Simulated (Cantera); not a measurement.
# Ta(OEt)5 + O2 + H2 (tantalum, niobium, vanadium and zirconium in process gases)

A closed system holds: 1 mol Ta(OEt)5, 0.11 mol O2, 61 mol H2, equilibrated at 0.100 bar.

Equilibrium computed with Cantera from the NASA thermochemical tables; the gas is ideal and each condensed phase is pure. Candidate condensed phases: C, C6H6, C7H8, C8H18, H2O, Ta, TaC, Ta2O5; 113 gas species. The feed counts by its element totals alone. TaC: taken at fixed stoichiometry. Condensed phases not in the tables: Ta2C. Rates play no part.

From 1127 °C to 2327 °C the condensed part is C(graphite) + TaC(s).

```
T (°C)   x H2       x H    x CO  x C2H2 (acetylene)  n C(graphite)  n TaC(s)
------  -----  --------  ------  ------------------  -------------  --------
1127    0.933   1.49e-5  0.0663             2.35e-6           3.75      1.00
1227    0.933   5.38e-5  0.0663             8.42e-6           3.76      1.00
1327    0.933  0.000166  0.0663             2.57e-5           3.77      1.00
1427    0.933  0.000450  0.0663             6.85e-5           3.76      1.00
1527    0.932   0.00109  0.0663            0.000164           3.75      1.00
1627    0.931   0.00242  0.0662            0.000355           3.72      1.00
1727    0.928   0.00495  0.0661            0.000713           3.66      1.00
1827    0.923   0.00947  0.0660             0.00133           3.57      1.00
1927    0.915    0.0170  0.0657             0.00234           3.40      1.00
2027    0.902    0.0291  0.0653             0.00390           3.15      1.00
2127    0.882    0.0472  0.0647             0.00615           2.78      1.00
2227    0.853    0.0734  0.0639             0.00923           2.24      1.00
2327    0.814     0.110  0.0627              0.0132           1.51      1.00
```
x: gas mole fraction; n: condensed amount in mol.
